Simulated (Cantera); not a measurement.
A freely propagating, adiabatic, planar premixed flame of 9.38 % CH4, 17.1 % O2, 64.2 % N2, 9.38 % H2O, equivalence ratio 1.1, unburnt at 348 K and 0.701 atm; mixture-averaged transport, grid criteria slope 0.08 and curve 0.16, no radiation.

Detailed kinetics in Cantera: GRI-Mech 3.0 (53 species, 325 reactions). Burning velocities carry a grid error of a few per cent, more on coarse grids.

x: mole fraction of selected species; z is measured from the peak of heat release.

```
z (mm)  T (K)  u (m/s)     x CH4     x O2   x H2O   x H2O2      x CO       x O
------  -----  -------  --------  -------  ------  -------  --------  --------
-2.20     348    0.367    0.0937    0.171  0.0937  1.05e-8   1.78e-6     <1e-8
-1.47     350    0.370    0.0934    0.170  0.0938  2.04e-7   3.46e-5     <1e-8
-1.10     359    0.380    0.0925    0.169  0.0947  1.11e-6  0.000193     <1e-8
-0.733    437    0.466    0.0875    0.164   0.103  8.12e-6   0.00178     <1e-8
-0.367    897    0.971    0.0598    0.127   0.149  2.10e-5    0.0146   3.58e-6
-0.183   1309     1.43    0.0322   0.0861   0.189  9.50e-6    0.0296   5.55e-5
0        1672     1.83         ?        ?   0.227        ?         ?         ?
0.183    1811     1.98  0.000394   0.0173   0.243  3.08e-7    0.0398   0.00121
0.367    1851     2.02   1.04e-5   0.0102   0.245  2.68e-7    0.0318   0.00147
0.733    1893     2.05   1.59e-8  0.00701   0.246  2.14e-7    0.0255   0.00126
1.47     1943     2.10     <1e-8  0.00501   0.250  1.51e-7    0.0232  0.000870
2.93     1992     2.15     <1e-8  0.00315   0.254  9.64e-8    0.0220  0.000494
5.87     2032     2.19     <1e-8        ?   0.258        ?    0.0209         ?
```

Complete the blanks.


- 0, x CH4: 0.00704
- 0, x O2: 0.0411
- 0, x H2O2: 8.87e-7
- 0, x CO: 0.0433
- 0, x O: 0.000414
- 5.87, x O2: 0.00164
- 5.87, x H2O2: 5.54e-8
- 5.87, x O: 0.000233
